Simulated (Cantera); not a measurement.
Charge: 1 mol SiH₂Cl₂, 0.024 mol HCl, 28 mol H₂, at 0.0280 bar.

These are equilibrium values from Cantera (NASA tables, ideal gas, pure condensed phases), not measurements of a reactor. Candidate condensed phases: Si; 19 gas species. Gases not in the tables: Si₂H₆ and higher silanes. Rates play no part.

**Question.** Which condensed phases are stable at each of these points (T (°C)): 850, 950, 1050, 1150, 1250, 1350, 1450, 1550, 1650, 1750, 1850?

**Answer.** 
```json
[
 {"T (°C)": "850", "condensed phases": "Si(s)", "Si condensed (%)": "68.3"},
 {"T (°C)": "950", "condensed phases": "Si(s)", "Si condensed (%)": "74.1"},
 {"T (°C)": "1050", "condensed phases": "Si(s)", "Si condensed (%)": "75.3"},
 {"T (°C)": "1150", "condensed phases": "Si(s)", "Si condensed (%)": "74.7"},
 {"T (°C)": "1250", "condensed phases": "Si(s)", "Si condensed (%)": "73.7"},
 {"T (°C)": "1350", "condensed phases": "Si(s)", "Si condensed (%)": "72.7"},
 {"T (°C)": "1450", "condensed phases": "Si(l)", "Si condensed (%)": "72.7"},
 {"T (°C)": "1550", "condensed phases": "Si(l)", "Si condensed (%)": "74.3"},
 {"T (°C)": "1650", "condensed phases": "Si(l)", "Si condensed (%)": "74.3"},
 {"T (°C)": "1750", "condensed phases": "Si(l)", "Si condensed (%)": "70.4"},
 {"T (°C)": "1850", "condensed phases": "Si(l)", "Si condensed (%)": "56.8"}
]
```

From 850 °C to 1350 °C the condensed part is Si(s). From 1450 °C to 1850 °C the condensed part is Si(l).
